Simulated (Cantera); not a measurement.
A perfectly stirred reactor is fed with 3.87 % C₃H₈, 20.2 % O₂, 75.9 % N₂, at 2.30 bar; it is adiabatic with a 625 K inlet, and is followed from long to short residence time, starting on the burning branch (τ in s: 0.032, 0.018, 0.0098, 0.0054, 0.003, 0.0017, 0.00092, 0.00051, 0.00028, 0.00016, 8.6e-05, 4.8e-05, 2.6e-05).

Computed with Cantera and GRI-Mech 3.0 (53 species, 325 reactions). GRI-Mech 3.0 was tuned for natural gas; its chemistry of propane as a main component is partial and can be far from experiment.

Question: Predict: blow-out, bracketed by the residence times tried; x(C₃H₈) at τ = 32.0 ms; x(O₂) at τ = 32.0 ms; x(CH₂O) at τ = 32.0 ms; x(CH₂) at τ = 32.0 ms; x(C₂H) at τ = 32.0 ms; x(C₃H₈) at τ = 0.920 ms; x(O₂) at τ = 0.920 ms; x(CH₂O) at τ = 0.920 ms; x(CH₂) at τ = 0.920 ms; x(C₂H) at τ = 0.920 ms.

Answer: blow-out, bracketed by the residence times tried: burning at 26.0 µs, the shortest tried
x(C₃H₈) at τ = 32.0 ms: 1.57e-7
x(O₂) at τ = 32.0 ms: 0.0136
x(CH₂O) at τ = 32.0 ms: 3.79e-7
x(CH₂) at τ = 32.0 ms: 1.05e-7
x(C₂H) at τ = 32.0 ms: 1.12e-8
x(C₃H₈) at τ = 0.920 ms: 3.78e-6
x(O₂) at τ = 0.920 ms: 0.0207
x(CH₂O) at τ = 0.920 ms: 7.60e-6
x(CH₂) at τ = 0.920 ms: 1.82e-6
x(C₂H) at τ = 0.920 ms: 1.32e-7
